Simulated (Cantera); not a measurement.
Charge: 1 mol SiHCl3, 0.63 mol N2, 21 mol H2, at 998 K and 0.133 bar.

Method: chemical equilibrium by Gibbs-energy minimisation in Cantera with the NASA 1993 tables (ideal gas, pure condensed phases). Candidate condensed phases: NH4Cl, Si, Si3N4; 28 gas species. N2 is the only nitrogen source here; it is nearly inert below about 1500 K, so the nitride shown seldom forms there in practice. Equilibrium is a limit: real reactors are often held back by kinetics, nucleation or transport.

Base state: H2 0.880, HCl 0.116, SiCl4 0.00365, N2 0.000969, SiHCl3 0.000193 (mole fractions); condensed: Si3N4(s).

### Question
What changes in the equilibrium state with this change: SiHCl3 replaced by trisilylamine?

### Answer
```json
[
 {"species": "H2", "before": "0.880", "after": "1.00"},
 {"species": "HCl", "before": "0.116", "after": "0"},
 {"species": "SiCl4", "before": "0.00365", "after": "0"},
 {"species": "N2", "before": "0.000969", "after": "<1e-9"},
 {"species": "SiHCl3", "before": "0.000193", "after": "0"},
 {"species": "Si3N4(s), mol", "before": "0.304", "after": "0.565"},
 {"species": "Si(s), mol", "before": "0", "after": "1.30"}
]
```
The feed counts by its element totals alone.
